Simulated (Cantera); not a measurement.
## Gas-phase reforming

An isothermal, constant-pressure homogeneous reactor starts with 75.2 % CH4, 24.8 % H2O, at 2075 K and 4.93 atm.

Computed with Cantera and GRI-Mech 3.0 (53 species, 325 reactions). GRI-Mech 3.0 stops at C3 and has no aromatics, soot or wall deposition, so with more carbon than oxygen in the feed, carbon stays in small species such as C2H2 where larger ones or solid carbon would form.

| t (s) | x CH4 | x H2O | x C2H2 | x HCO | x CH3 |
|---|---|---|---|---|---|
| 8.00e-5 | 0.127 | 0.154 | 0.169 | 1.58e-7 | 0.00366 |
| 0.000220 | 0.0598 | 0.135 | 0.185 | 8.62e-8 | 0.00174 |
| 0.000606 | 0.0305 | 0.112 | 0.182 | 7.38e-8 | 0.000897 |
| 0.00167 | 0.0215 | 0.0762 | 0.164 | 1.03e-7 | 0.000621 |
| 0.00459 | 0.0162 | 0.0336 | 0.139 | 1.52e-7 | 0.000452 |
| 0.0126 | 0.0120 | 0.00572 | 0.123 | 1.88e-7 | 0.000327 |
| 0.0348 | 0.0109 | 7.42e-5 | 0.120 | 1.95e-7 | 0.000297 |
| 0.0959 | 0.0109 | 3.51e-6 | 0.120 | 1.96e-7 | 0.000296 |
| 0.264 | 0.0109 | 3.51e-6 | 0.120 | 1.96e-7 | 0.000296 |
| 0.727 | 0.0109 | 3.51e-6 | 0.120 | 1.96e-7 | 0.000296 |
| 2.00 | 0.0109 | 3.51e-6 | 0.120 | 1.96e-7 | 0.000296 |
x: mole fraction; the columns are a selection and need not sum to one.

Equilibrium at this temperature and pressure: CH4 0.0109, H2O 3.54e-6, C2H2 0.120, HCO 1.96e-7, CH3 0.000296 (gas phase only).
